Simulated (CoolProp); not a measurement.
The fluid at 344.93 K and 0.301 MPa (liquid) is heated at constant pressure to 520.5 K. The same conditions are run with several fluids, on thermodynamics alone (safety and materials aside).

Model: reference Helmholtz-energy equation of state of each fluid (octamethyltrisiloxane (MDM): Thol 2017; tetradecamethylhexasiloxane (MD4M): Thol 2019; propylene glycol: Eisenbach 2021; octamethylcyclotetrasiloxane (D4): Thol 2015), in CoolProp.

Question: Rank octamethyltrisiloxane (MDM), tetradecamethylhexasiloxane (MD4M), propylene glycol, octamethylcyclotetrasiloxane (D4) by heat (kJ/kg), highest first.

Answer: propylene glycol (1200), octamethyltrisiloxane (MDM) (488), octamethylcyclotetrasiloxane (D4) (447), tetradecamethylhexasiloxane (MD4M) (351)

```tsv
fluid	final phase	final density (kg/m³)
octamethyltrisiloxane (MDM)	gas	18.4
tetradecamethylhexasiloxane (MD4M)	liquid	656
propylene glycol	gas	5.50
octamethylcyclotetrasiloxane (D4)	gas	24.0
```
